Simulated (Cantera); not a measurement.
A Cantera script and what it prints.

```python
import numpy as np
import cantera as ct

gas_names = """
    H H2 Si SiH SiH2 SiH3 SiH4 Si2 Si3
""".split()
cond_names = """
    Si(cr) Si(L)
""".split()


# ... load() reads the species with a 1 bar reference pressure and builds the phases ...
atoms = {
    'SiH4': {'Si': 1, 'H': 4},
    'H2': {'H': 2},
}
top_T = {}  # K; cautious upper limits of use, not melting points


# ... equilibrate(T, P, feed) seeds the gas with the atoms and calls Mixture.equilibrate('TP', solver="vcs", rtol=1e-11, max_steps=5000) ...
results = []
feed = {'SiH4': 1, 'H2': 39}  # mol
T = 900  # K
P = 10000  # Pa
mix = equilibrate(T, P, feed)
results.append((T, P, feed, dict(zip(mix.species_names, mix.species_moles))))
print(gas.report(threshold=0.001))
for i in range(1, mix.n_phases):
    print(f"{mix.phase(i).name:16s} {mix.phase_moles(i):12.5e} mol")
```

Result:

```
       temperature   900 K
          pressure   10000 Pa
           density   0.0026941 kg/m^3
  mean mol. weight   2.016 kg/kmol
   phase of matter   gas

                          1 kg             1 kmol
                     ---------------   ---------------
          enthalpy        8.7684e+06        1.7677e+07  J
   internal energy        5.0566e+06        1.0194e+07  J
           entropy             90382        1.8221e+05  J/K
    Gibbs function       -7.2575e+07       -1.4631e+08  J
 heat capacity c_p             14866             29971  J/K
 heat capacity c_v             10742             21656  J/K

                      mass frac. Y      mole frac. X     chem. pot. / RT
                     ---------------   ---------------   ---------------
                H2                 1                 1           -19.553
     [   +8 minor]        4.8187e-07        3.0606e-08

Si(cr)            9.99999e-01 mol
```

Method: chemical equilibrium by Gibbs-energy minimisation in Cantera with the NASA 1993 tables (ideal gas, pure condensed phases).
